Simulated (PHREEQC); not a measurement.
A solution holds 1.4 mmol/kgw HF, 2.7 mmol/kgw NaF and 0.11 mmol/kgw H4SiO4, at 20 °C. Closed to the air; pH follows from the charge balance.

Model: ion-association model, wateq4f.dat, run in PHREEQC.

```tsv
quantity	before	after
pH	3.64	4.03
ionic strength (mol/kgw)	0.00302	0.000365
F- (mol/kgw)	0.00277	0.000365
H4SiO4 (mol/kgw)	2.97e-5	1.10e-5
NaF (mol/kgw)	3.81e-6	5.42e-8
SI of Quartz (SiO2)	-0.47	-0.90
```

Task: Name the change that produced these shifts.
A. temperature from 20 to 10 °C
B. diluted 10-fold with water
C. diluted 100-fold with water
D. 0.00015 mol/kgw Ca(OH)2 added
E. 0.003 mol/kgw Ca(OH)2 added

Result: B, diluted 10-fold with water

This is a speciation only: nothing precipitates in the calculation. SiF6-2 is the database's only silicon fluoride.
